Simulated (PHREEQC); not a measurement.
MgCl2 is added in steps, without added water, to 1 kg of water holding 66 mmol/kgw Cu(NO3)2, 9.1 mmol/kgw HNO3 and 0.47 mmol/kgw Na2SO4, at 20 °C. Oxygen alone is held at its pressure in air (log pO2 = -0.68). CO2 from the air is kept out. Only these solids could form: Brucite, Cu(OH)2, Brochantite, Antlerite, Atacamite, Cu2(OH)3NO3, Halite, Mirabilite, Epsomite, Chalcanthite.

Base run: PHREEQC, ion-association model, wateq4f.dat. Each further column changes one thing. The table gives HSO4- (mol/kgw).

```json
[
 {"MgCl2 added (mol)": "0", "base": "4.88e-5", "Davies equation for every ion": "4.73e-5", "Debye-Hückel limiting law": "3.47e-5", "database phreeqc.dat": "4.77e-5"},
 {"MgCl2 added (mol)": "0.03938", "base": "3.93e-5", "Davies equation for every ion": "3.81e-5", "Debye-Hückel limiting law": "2.26e-5", "database phreeqc.dat": "3.75e-5"},
 {"MgCl2 added (mol)": "0.06563", "base": "3.51e-5", "Davies equation for every ion": "?", "Debye-Hückel limiting law": "1.74e-5", "database phreeqc.dat": "3.29e-5"},
 {"MgCl2 added (mol)": "0.105", "base": "3.04e-5", "Davies equation for every ion": "?", "Debye-Hückel limiting law": "1.21e-5", "database phreeqc.dat": "2.78e-5"},
 {"MgCl2 added (mol)": "0.1444", "base": "2.70e-5", "Davies equation for every ion": "2.52e-5", "Debye-Hückel limiting law": "8.62e-6", "database phreeqc.dat": "2.39e-5"},
 {"MgCl2 added (mol)": "0.1706", "base": "2.51e-5", "Davies equation for every ion": "?", "Debye-Hückel limiting law": "6.97e-6", "database phreeqc.dat": "2.18e-5"},
 {"MgCl2 added (mol)": "0.21", "base": "2.28e-5", "Davies equation for every ion": "1.99e-5", "Debye-Hückel limiting law": "5.15e-6", "database phreeqc.dat": "1.91e-5"},
 {"MgCl2 added (mol)": "0.2494", "base": "2.08e-5", "Davies equation for every ion": "1.73e-5", "Debye-Hückel limiting law": "3.88e-6", "database phreeqc.dat": "1.69e-5"},
 {"MgCl2 added (mol)": "0.2756", "base": "1.97e-5", "Davies equation for every ion": "?", "Debye-Hückel limiting law": "3.24e-6", "database phreeqc.dat": "1.56e-5"},
 {"MgCl2 added (mol)": "0.315", "base": "1.82e-5", "Davies equation for every ion": "1.37e-5", "Debye-Hückel limiting law": "2.49e-6", "database phreeqc.dat": "?"},
 {"MgCl2 added (mol)": "0.3544", "base": "1.68e-5", "Davies equation for every ion": "1.18e-5", "Debye-Hückel limiting law": "1.95e-6", "database phreeqc.dat": "1.25e-5"},
 {"MgCl2 added (mol)": "0.3806", "base": "1.61e-5", "Davies equation for every ion": "?", "Debye-Hückel limiting law": "1.66e-6", "database phreeqc.dat": "1.16e-5"},
 {"MgCl2 added (mol)": "0.42", "base": "1.50e-5", "Davies equation for every ion": "9.29e-6", "Debye-Hückel limiting law": "?", "database phreeqc.dat": "1.05e-5"}
]
```

Task: Some entries are withheld; supply them.

Result: 
- 0.06563, Davies equation for every ion: 3.39e-5
- 0.105, Davies equation for every ion: 2.91e-5
- 0.1706, Davies equation for every ion: 2.29e-5
- 0.2756, Davies equation for every ion: 1.58e-5
- 0.315, database phreeqc.dat: 1.39e-5
- 0.3806, Davies equation for every ion: 1.08e-5
- 0.42, Debye-Hückel limiting law: 1.32e-6

The ionic strength passes 0.7 mol/kgw, the rough limit of the ion-association models, in part of: base; Davies equation for every ion; Debye-Hückel limiting law; database phreeqc.dat. phreeqc.dat and wateq4f.dat share most of their constants, so their agreement is no independent check. Solids allowed in the column 'database phreeqc.dat': Halite.
